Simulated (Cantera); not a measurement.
Silicon nitride deposition: SiH2Cl2 + N2

Input: 1 mol SiH2Cl2, a varied amount of N2, at 1575 K and 1330 Pa.

Cantera equilibrium calculation (NASA polynomials, part measured and part estimated; ideal gas, pure solids and liquids). Candidate condensed phases: NH4Cl, Si, Si3N4; 28 gas species. The tables' values for SiCl3 are old estimates; treat these amounts as uncertain. The numbers say what is thermodynamically allowed, not how fast it happens.

```
n(N2) (mol)   x N2   x HCl    x H2  x SiCl2   x SiCl3   x SiCl4      x Cl  x SiHCl3  n Si3N4(s)
-----------  -----  ------  ------  -------  --------  --------  --------  --------  ----------
4.4          0.674   0.156  0.0875   0.0732   0.00704   0.00177  0.000151  0.000132       0.168
5.9          0.738   0.128  0.0688   0.0585   0.00518   0.00120  0.000139   8.63e-5       0.170
7.8          0.791   0.104  0.0541   0.0468   0.00379  0.000803  0.000127   5.59e-5       0.172
10           0.830  0.0850  0.0434   0.0380   0.00282  0.000548  0.000117   3.73e-5       0.173
14           0.873  0.0641  0.0319   0.0284   0.00185  0.000317  0.000103   2.10e-5       0.174
19           0.904  0.0490  0.0239   0.0216   0.00125  0.000188   9.06e-5   1.22e-5       0.174
25           0.925  0.0382  0.0184   0.0168  0.000863  0.000116   8.06e-5   7.43e-6       0.175
33           0.943  0.0296  0.0141   0.0130  0.000590   7.00e-5   7.13e-5   4.44e-6       0.175
```
x: gas mole fraction; n: condensed amount in mol.

From 4.4 mol N2 to 33 mol N2 the condensed part is Si3N4(s). The main Si-bearing gas is SiCl2 throughout. The share of Si in condensed phases is highest at 33 mol N2 (52.6 %) and lowest at 4.4 mol N2 (50.4 %).
